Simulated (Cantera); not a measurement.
Charge: 1 mol Si2Cl6, 1 mol HCl, 970 mol H2, 0.082 mol Cl2, at 1 atm.

Method: chemical equilibrium by Gibbs-energy minimisation in Cantera with the NASA 1993 tables (ideal gas, pure condensed phases). Candidate condensed phases: Si; 19 gas species. The feed counts by its element totals alone. The tables' values for SiCl3 are old estimates; treat these amounts as uncertain. Kinetics and transport are ignored.

log p: log10 of the partial pressure in bar; n: condensed amount in mol.

```csv
T (K),log p H2,log p HCl,log p SiHCl3,log p SiCl4,log p SiH2Cl2,log p SiCl2,log p SiCl3,n Si(s)
850,0.00,-3.08,-2.91,-3.21,-3.66,-6.25,-5.66,0
900,0.00,-2.90,-2.93,-3.28,-3.60,-5.66,-5.31,0.0968
950,0.00,(withheld),-2.98,(withheld),-3.62,(withheld),-5.04,(withheld)
1000,0.00,-2.53,-3.07,-3.45,-3.66,-4.83,-4.83,0.590
1050,0.00,-2.39,-3.20,-3.61,-3.73,-4.52,-4.69,0.908
1100,0.00,(withheld),(withheld),(withheld),(withheld),(withheld),-4.63,(withheld)
1150,0.00,-2.22,-3.61,-4.14,-3.98,-4.11,-4.64,1.48
1200,0.00,-2.18,-3.90,-4.52,-4.16,-4.00,-4.73,1.66
```

Task: Fill in the missing entries.

Result: 
- 1100, log p HCl: -2.29
- 1100, log p SiHCl3: -3.37
- 1100, log p SiCl4: -3.84
- 1100, log p SiH2Cl2: -3.83
- 1100, log p SiCl2: -4.28
- 1100, n Si(s): 1.22
- 950, log p HCl: -2.70
- 950, log p SiCl4: -3.35
- 950, log p SiCl2: -5.21
- 950, n Si(s): 0.312
